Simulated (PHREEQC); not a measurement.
# Acid mine or pickling water

Model water analysis in mg/L, 25 °C, pH 2.27, pe 10:

```tsv
constituent	mg/L
Na	156
K	76.3
Ca	923
Mg	83.6
Cl	337
S(6) as SO4	3000
P as PO4	1.5
```

Valence states are taken as typed.

Equilibrium calculation in PHREEQC: ion-association model, wateq4f.dat.

| Property | Result |
|---|---|
| ionic strength | 0.0823 mol/kgw |
| total alkalinity | -11.2 meq/kg |
| charge-balance error | 0.9 % |

```json
[
 {"species": "SO4-2", "molality": "0.0169", "activity": "0.00671", "log γ": "-0.401"},
 {"species": "Ca+2", "molality": "0.0148", "activity": "0.00610", "log γ": "-0.384"},
 {"species": "Cl-", "molality": "0.00955", "activity": "0.00743", "log γ": "-0.109"},
 {"species": "CaSO4", "molality": "0.00802", "activity": "0.00817", "log γ": "0.008"},
 {"species": "Na+", "molality": "0.00660", "activity": "0.00524", "log γ": "-0.100"},
 {"species": "H+", "molality": "0.00644", "activity": "0.00537", "log γ": "-0.079"},
 {"species": "HSO4-", "molality": "0.00444", "activity": "0.00350", "log γ": "-0.103"},
 {"species": "Mg+2", "molality": "0.00208", "activity": "0.000889", "log γ": "-0.369"}
]
```

Precipitation was switched off in this run. Examples of supersaturated solids here: Gypsum. Others may be too. H3PO4, which wateq4f.dat lacks, is added to it with the constant of phreeqc.dat.
